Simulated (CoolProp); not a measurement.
Vapour pressure (MPa) of c-C4F8 (RC318): the reference equation beside estimates from Tc = 115.2 °C, pc = 2.778 MPa, ω = 0.355.

The numbers come from the reference Helmholtz-energy equation of state, Platzer 1990 in CoolProp. This equation is an older, rougher fit; its heat capacities, sound speeds and derivatives of the liquid may be far off and weren't checked against measurements.

| T (°C) | reference | van der Waals | Peng-Robinson |
|---|---|---|---|
| 31.95 | 0.3880 | ? | 0.3852 |
| 40.55 | 0.4995 | 1.113 | 0.4963 |
| 49.15 | 0.6336 | 1.259 | ? |
| 57.65 | ? | 1.414 | 0.7881 |
| 66.25 | 0.9779 | 1.583 | 0.9766 |
| 74.85 | ? | ? | 1.197 |
| 83.45 | ? | 1.956 | ? |
| 92.05 | 1.742 | ? | 1.750 |

### Question
Some entries are withheld; supply them.

### Answer

- 31.95, van der Waals: 0.9784
- 49.15, Peng-Robinson: 0.6303
- 57.65, reference: 0.7908
- 74.85, reference: 1.196
- 74.85, van der Waals: 1.764
- 83.45, reference: 1.449
- 83.45, Peng-Robinson: 1.454
- 92.05, van der Waals: 2.162

Absolute difference from the reference over all 8 rows, mean and median: van der Waals 77.6 and 70.3 %, Peng-Robinson 0.4 and 0.4 %.
